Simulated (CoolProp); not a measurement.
Computed with CoolProp (reference Helmholtz-energy equation of state, Wagner 2002).

Question: Give the vapour pressure (bar), vapour density (kg/m³), enthalpy of vaporisation (kJ/kg), liquid viscosity (µPa s) of saturated water at 114.65, 130.65, 210.75 °C.

Answer: 
```
T (°C)  p (bar)  vapour density (kg/m³)  enthalpy of vaporisation (kJ/kg)  liquid viscosity (µPa s)
------  -------  ----------------------  --------------------------------  ------------------------
114.65     1.67                   0.955                              2220                       244
130.65     2.76                    1.52                              2170                       212
210.75     19.4                    9.73                              1900                       127
```

Viscosity comes from a separate model (Huber 2009).
